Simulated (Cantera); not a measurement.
## Adiabatic ignition

An adiabatic, constant-pressure homogeneous reactor starts with H₂ : O₂ : N₂ = 1 : 1.47 : 5.53 (molar parts), at 1323 K and 0.987 atm.

Computed with Cantera and the H2/O2 subset of GRI-Mech 3.0, which has no nitrogen chemistry.

| t (s) | T (K) | x H₂ | x O₂ | x H₂O₂ | x OH | x O |
|---|---|---|---|---|---|---|
| 4.00e-6 | 1323 | 0.125 | 0.184 | 2.23e-10 | 2.62e-8 | 3.78e-8 |
| 1.37e-5 | 1323 | 0.125 | 0.184 | 1.17e-8 | 6.06e-6 | 8.84e-6 |
| 4.68e-5 | 1778 | 0.00864 | 0.120 | 8.97e-7 | 0.0135 | 0.0217 |
| 0.000160 | 2090 | 0.00250 | 0.124 | 2.13e-7 | 0.0109 | 0.00588 |
| 0.000548 | 2173 | 0.000524 | 0.127 | 1.41e-7 | 0.00547 | 0.00121 |
| 0.00187 | 2180 | 0.000370 | 0.128 | 1.50e-7 | 0.00465 | 0.000857 |
| 0.00641 | 2180 | 0.000370 | 0.128 | 1.50e-7 | 0.00465 | 0.000857 |
| 0.0219 | 2180 | 0.000370 | 0.128 | 1.50e-7 | 0.00465 | 0.000857 |
| 0.0750 | 2180 | 0.000370 | 0.128 | 1.50e-7 | 0.00465 | 0.000857 |
| 0.256 | 2180 | 0.000370 | 0.128 | 1.50e-7 | 0.00465 | 0.000857 |
| 0.877 | 2180 | 0.000370 | 0.128 | 1.50e-7 | 0.00465 | 0.000857 |
| 3.00 | 2180 | 0.000370 | 0.128 | 1.50e-7 | 0.00465 | 0.000857 |
x: mole fraction; the columns are a selection and need not sum to one.

```yaml
time_of_steepest_temperature_rise: 29.4 µs
temperature at 3.00 s: 2180 K
equilibrium_temperature: 2180 K
x(H₂) at 3.00 s: 0.000370 (gas-phase equilibrium 0.000370)
x(O₂) at 3.00 s: 0.128 (gas-phase equilibrium 0.128)
x(H₂O₂) at 3.00 s: 1.50e-7 (gas-phase equilibrium 1.50e-7)
```
